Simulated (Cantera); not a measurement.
Input (Python, Cantera) and output of one run.

```python
import numpy as np
import cantera as ct

gas_names = """
    AL ALH ALN AL2 H H2 N NH NH2 NH3 N2 N2H2 N2H4
""".split()
cond_names = """
    AL(cr) AL(L) ALN(s)
""".split()


# ... load() reads the species with a 1 bar reference pressure and builds the phases ...
atoms = {
    'Al': {'AL': 1},
    'NH3': {'N': 1, 'H': 3},
    'H2': {'H': 2},
}
top_T = {'ALN(s)': 2750}  # K; cautious upper limits of use, not melting points


# ... equilibrate(T, P, feed) seeds the gas with the atoms and calls Mixture.equilibrate('TP', solver="vcs", rtol=1e-11, max_steps=5000) ...
results = []
feed = {'Al': 1, 'NH3': 0.88, 'H2': 20}  # mol
P = 1333.22  # Pa
for T in [673, 773, 873, 973, 1073, 1173, 1273]:
    mix = equilibrate(T, P, feed)
    results.append((T, P, feed, dict(zip(mix.species_names, mix.species_moles))))

top = {s: max(r[3][s] / sum(r[3][g] for g in gas_names) for r in results) for s in gas_names}
cols = sorted((s for s in top if top[s] > 0.0001), key=lambda s: -top[s])[:7]
seen = [c for c in cond_names if any(r[3].get(c, 0) > 1e-12 for r in results)]
print("log10 of partial pressures in bar; condensed amounts in mol")
print(f"{'T/K':>10s}" + "".join(f"{s[:9]:>10s}" for s in cols + seen))
for T, P, feed, n in results:
    ng = sum(n[g] for g in gas_names)
    print(f"{T:10.4g}" + "".join(f"{np.log10(max(n[s] / ng * P / 1e5, 1e-99)):10.3f}" for s in cols)
          + "".join(f"{n.get(c, 0):10.4g}" for c in seen))
```

Output:

```
log10 of partial pressures in bar; condensed amounts in mol
       T/K        H2    AL(cr)     AL(L)    ALN(s)
       673    -1.875      0.12         0      0.88
       773    -1.875      0.12         0      0.88
       873    -1.875      0.12         0      0.88
       973    -1.875         0      0.12      0.88
      1073    -1.875         0      0.12      0.88
      1173    -1.875         0      0.12      0.88
      1273    -1.875         0    0.1196      0.88
```

Method: chemical equilibrium by Gibbs-energy minimisation in Cantera with the NASA 1993 tables (ideal gas, pure condensed phases). Mutual solubility and eutectic melting of coexisting phases are not modelled.
